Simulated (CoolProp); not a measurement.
Methanol along the isotherm 520.4 K: Z from the reference equation and from simpler models built on Tc = 513.4 K, pc = 8.216 MPa, ω = 0.565; each cubic takes its own stable root.

Values from CoolProp's reference Helmholtz-energy equation of state, de Reuck 1993.

```tsv
p (MPa)	phase	reference
0.26	gas	0.9906
0.42	gas	0.9847
0.678	gas	0.9749
1.1	gas	0.9581
1.77	gas	0.9296
2.86	gas	0.8781
4.62	gas	0.7815
7.46	gas	0.5630
12.1	supercritical	0.1995
19.5	supercritical	0.2770
31.5	supercritical	0.4070
50.9	supercritical	0.6072
82.2	supercritical	0.9114
```

How far does each simpler model (van der Waals, Redlich-Kwong, Soave-Redlich-Kwong, Peng-Robinson) lie from the reference over these 13 states: mean and median of the absolute difference, and the worst?


- van der Waals: mean 30.9 %, median 3.4 %, worst +78.3 % at 520.4 K and 82.2 MPa
- Redlich-Kwong: mean 16.6 %, median 0.7 %, worst +48.8 % at 520.4 K and 12.1 MPa
- Soave-Redlich-Kwong: mean 17.4 %, median 1.2 %, worst +53.2 % at 520.4 K and 12.1 MPa
- Peng-Robinson: mean 11.9 %, median 1.4 %, worst +39.1 % at 520.4 K and 12.1 MPa
